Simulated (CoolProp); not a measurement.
Saturated liquid density (kg/m³) of propylene: the reference equation beside estimates from Tc = 91.1 °C, pc = 4555 kPa, ω = 0.146. Rackett uses Z = 0.29056 − 0.08775 ω.

Values from CoolProp's reference Helmholtz-energy equation of state, Lemmon 2013.

| T (°C) | reference | Rackett | van der Waals | Redlich-Kwong | Soave-Redlich-Kwong | Peng-Robinson |
|---|---|---|---|---|---|---|
| 6.65 | 536.1 | 529.8 | ? | 482.6 | 494.0 | ? |
| 12.95 | 526.3 | 520.1 | 331.8 | 471.0 | 482.7 | 547.6 |
| 19.15 | 516.2 | 510.2 | 325.2 | 459.1 | 471.0 | 534.3 |
| 25.35 | 505.7 | 499.8 | 318.3 | 446.7 | 458.6 | 520.3 |
| 31.55 | 494.6 | 489.0 | 311.0 | 433.6 | 445.4 | ? |
| 37.75 | 483.0 | 477.6 | 303.4 | 419.8 | 431.5 | 489.3 |
| 43.95 | 470.6 | 465.4 | 295.2 | 405.1 | 416.6 | 472.2 |
| 50.15 | 457.3 | 452.5 | 286.5 | 389.5 | 400.6 | 453.7 |
| 56.35 | 442.9 | 438.5 | 277.0 | 372.6 | 383.3 | 433.5 |
| 62.55 | 427.0 | 423.1 | 266.7 | 354.3 | 364.3 | 411.3 |
| 68.75 | 408.9 | 405.7 | 255.2 | 334.0 | 343.1 | 386.4 |
| 75.05 | 387.4 | 385.1 | 241.8 | 310.5 | 318.4 | 357.3 |

### Question
What belongs in the gaps?

### Answer

- 6.65, van der Waals: 338.2
- 6.65, Peng-Robinson: 560.3
- 31.55, Peng-Robinson: 505.3

Absolute difference from the reference over all 12 rows, mean and median: Rackett 1.0 and 1.1 %, van der Waals 37.3 and 37.2 %, Redlich-Kwong 14.0 and 13.5 %, Soave-Redlich-Kwong 11.7 and 11.1 %, Peng-Robinson 3.2 and 3.2 %.
